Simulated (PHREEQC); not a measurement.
A column of 0.2 m (30 cells, dispersivity 0.01 m, 720 s a shift, diffusion coefficient 3e-10 m²/s) holds 0.15 eq of the database's cation exchanger X per kg of pore water, first in equilibrium with 0.011 mol/kgw BaCl2 and 1e-05 mol/kgw HCl. It is flushed with 0.00075 mol/kgw CdCl2, 0.068 mol/kgw KCl, 0.023 mol/kgw ZnCl2 and 1e-05 mol/kgw HCl, at 25 °C. Values are for the last cell. The system is closed to CO2. Nothing may precipitate in this run.

The series has 31 steps of pore volumes, from 0 to 5.017.

Equilibrium calculation in PHREEQC: ion-association model, phreeqc.dat.

**Question.** After how many pore volumes does K at the outlet first reach half of its feed value?

**Answer.** By 2.2 pore volumes.

**Question.** After how many pore volumes does Zn at the outlet first reach half of its feed value?

**Answer.** By 2.2 pore volumes.

**Question.** After how many pore volumes does Cd at the outlet first reach half of its feed value?

**Answer.** By 1.2 pore volumes.
